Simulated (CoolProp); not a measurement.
Vapour-liquid equilibrium of R227EA (1) + isobutene (2) at 232.9 K; x and y are mole fractions of (1).

Model: multi-fluid Helmholtz-energy mixture model, Lemmon 2016 and Lemmon 2005; pair parameters Bell 2016, in CoolProp.

| x | bubble pressure, mixture model (kPa) | bubble pressure, Raoult's law (kPa) | y, mixture model | y, Raoult's law |
|---|---|---|---|---|
| 0.05 | 27.72 | 22.67 | 0.233 | 0.070 |
| 0.15 | [?] | 23.62 | 0.417 | 0.201 |
| 0.25 | [?] | 24.57 | 0.490 | 0.323 |
| 0.35 | 37.90 | 25.52 | [?] | 0.435 |
| 0.45 | [?] | 26.47 | 0.555 | 0.539 |
| 0.55 | [?] | 27.42 | [?] | 0.636 |
| 0.65 | 38.78 | 28.37 | [?] | 0.726 |
| 0.75 | 38.24 | 29.33 | 0.669 | 0.811 |
| 0.85 | 36.78 | 30.28 | 0.752 | 0.890 |
| 0.95 | 33.88 | 31.23 | 0.892 | 0.964 |

**Question.** What belongs in the gaps?

**Answer.** 
- 0.15, bubble pressure, mixture model (kPa): 33.91
- 0.25, bubble pressure, mixture model (kPa): 36.66
- 0.35, y, mixture model: 0.528
- 0.45, bubble pressure, mixture model (kPa): 38.51
- 0.55, bubble pressure, mixture model (kPa): 38.80
- 0.55, y, mixture model: 0.582
- 0.65, y, mixture model: 0.617

The largest gap from Raoult's law is +49.2 % in bubble pressure, at x = 0.25. y crosses x between x = 0.55 and 0.65: the model has an azeotrope there.

The pair parameters rest on a limited set of measurements; away from them the model extrapolates.
